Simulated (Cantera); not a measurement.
Charge: 1 mol MgO, 0.94 mol SO₃, 0.43 mol H₂O, at 1425 K and 20.3 Torr.

Cantera equilibrium calculation (NASA polynomials, part measured and part estimated; ideal gas, pure solids and liquids). Candidate condensed phases: H₂O, H₂SO₄, Mg, MgO, Mg(OH)₂, MgS, MgSO₄, S; 26 gas species. The numbers say what is thermodynamically allowed, not how fast it happens.

Problem. What is the equilibrium state?

Solution. 
| Quantity | Value |
|---|---|
| x(SO₂) | 0.509 |
| x(O₂) | 0.255 |
| x(H₂O) | 0.234 |
| x(SO₃) | 0.00236 |
| x(OH) | 0.000156 |
| x(O) | 4.26e-6 |
| x(H₂) | 1.86e-6 |
| n(MgO(s)) | 1.00 mol |
| gas amount | 1.838 mol |
| log10 activity of S(l) (absent) | -10.27 |
| log10 activity of Mg(l) (absent) | -15.20 |
